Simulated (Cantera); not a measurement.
An isothermal, constant-pressure homogeneous reactor starts with 1.50 % CO, 4.40 % O₂, 6.16 % H₂O, 88.0 % N₂, equivalence ratio 0.17, at 875 K and 700000 Pa.

Cantera simulation using GRI-Mech 3.0 (53 species, 325 reactions); the numbers are that mechanism's predictions, not measurements.

x: mole fraction; the columns are a selection and need not sum to one.

```tsv
t (s)	x CO	x O₂	x H₂O	x N₂O	x H₂O₂	x NO
9.00e-5	0.0150	0.0440	0.0616	<1e-12	<1e-12	<1e-12
0.000238	0.0150	0.0440	0.0616	<1e-12	<1e-12	<1e-12
0.000630	0.0150	0.0440	0.0616	<1e-12	<1e-12	<1e-12
0.00167	0.0150	0.0440	0.0616	<1e-12	<1e-12	<1e-12
0.00441	0.0150	0.0440	0.0616	<1e-12	<1e-12	<1e-12
0.0117	0.0150	0.0440	0.0616	<1e-12	2.65e-12	<1e-12
0.0309	0.0150	0.0440	0.0616	1.12e-12	2.89e-11	<1e-12
0.0816	0.0150	0.0440	0.0616	3.34e-12	3.70e-10	<1e-12
0.216	0.0149	0.0440	0.0616	1.19e-11	[?]	<1e-12
0.571	0.0149	0.0440	0.0616	5.73e-11	[?]	<1e-12
1.51	0.0148	0.0439	0.0616	3.52e-10	[?]	<1e-12
4.00	0.0139	0.0434	0.0616	1.97e-9	[?]	<1e-12
```

**Question.** Some entries are withheld; supply them.

**Answer.** 
- 0.216, x H₂O₂: 5.00e-9
- 0.571, x H₂O₂: 5.93e-8
- 1.51, x H₂O₂: 4.61e-7
- 4.00, x H₂O₂: 1.47e-6
